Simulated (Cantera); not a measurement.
## Ignition delay

Mixture: CH3OH : O2 : N2 : H2O = 1 : 0.682 : 2.56 : 0.1 (molar parts), at 170000 Pa, adiabatic and at constant volume. Ignition delay is the time to a rise of 400 K.

Model: GRI-Mech 3.0 (53 species, 325 reactions), integrated in Cantera. GRI-Mech 3.0 was tuned for natural gas; its chemistry of methanol as a main component is partial and can be far from experiment.

```json
[
 {"T0 (K)": "1073", "delay (ms)": "50.6"},
 {"T0 (K)": "1148", "delay (ms)": "11.5"},
 {"T0 (K)": "1223", "delay (ms)": "3.17"},
 {"T0 (K)": "1298", "delay (ms)": "1.02"},
 {"T0 (K)": "1373", "delay (ms)": "0.376"},
 {"T0 (K)": "1448", "delay (ms)": "0.157"},
 {"T0 (K)": "1523", "delay (ms)": "0.0727"},
 {"T0 (K)": "1598", "delay (ms)": "0.0369"},
 {"T0 (K)": "1673", "delay (ms)": "0.0203"}
]
```

```
Property                                                Result
--------------------------------------------------  ----------
apparent activation energy between 1523 and 1673 K  180 kJ/mol
```
